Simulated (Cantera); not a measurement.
**Thermodynamics of boron, boron nitride and boron oxide, feed borazine + O2 + N2**

Charge: 1 mol borazine, 1.6 mol O2, 1.1 mol N2, equilibrated at 1.00 bar.

Cantera equilibrium calculation (NASA polynomials, part measured and part estimated; ideal gas, pure solids and liquids). Candidate condensed phases: B, BN, B2O3, B3O3H3, H2O; 39 gas species. The feed counts by its element totals alone. Mutual solubility and eutectic melting of coexisting phases are not modelled. The tables' values for BH2 are old estimates; treat these amounts as uncertain. Gases not in the tables: H3BO3. The numbers say what is thermodynamically allowed, not how fast it happens.

```tsv
T (K)	x H2	x N2	x B2O3	x HBO	x HBO2	x B2O2	x BO	x H2O	n BN(s)	n B2O3(l)
998	0.577	0.419	3.04e-12	1.10e-9	1.63e-6	<1e-12	<1e-12	0.00419	0.881	1.06
1098	0.577	0.419	2.36e-10	2.73e-8	1.07e-5	<1e-12	<1e-12	0.00403	0.881	1.06
1198	0.577	0.419	8.62e-9	3.90e-7	5.02e-5	5.51e-12	4.28e-12	0.00385	0.880	1.06
1298	0.578	0.419	1.76e-7	3.66e-6	0.000182	3.26e-10	1.87e-10	0.00368	0.880	1.06
1398	0.577	0.419	2.29e-6	2.47e-5	0.000543	1.06e-8	4.68e-9	0.00352	0.880	1.06
1498	0.577	0.418	2.08e-5	0.000128	0.00138	2.12e-7	7.56e-8	0.00336	0.880	1.06
1598	0.575	0.418	0.000141	0.000535	0.00309	2.89e-6	8.55e-7	0.00321	0.882	1.05
1698	0.572	0.416	0.000758	0.00188	0.00623	2.87e-5	7.20e-6	0.00306	0.885	1.03
1798	0.563	0.413	0.00333	0.00568	0.0115	0.000219	4.76e-5	0.00289	0.886	0.994
1898	0.543	0.405	0.0124	0.0151	0.0194	0.00134	0.000257	0.00267	0.879	0.895
1998	0.496	0.387	0.0403	0.0353	0.0300	0.00687	0.00117	0.00232	0.837	0.628
2098	0.410	0.351	0.0978	0.0687	0.0371	0.0272	0.00437	0.00170	0.680	0
```
x: gas mole fraction; n: condensed amount in mol.

From 998 K to 1998 K the condensed part is BN(s) + B2O3(l). At 2098 K the condensed part is BN(s).
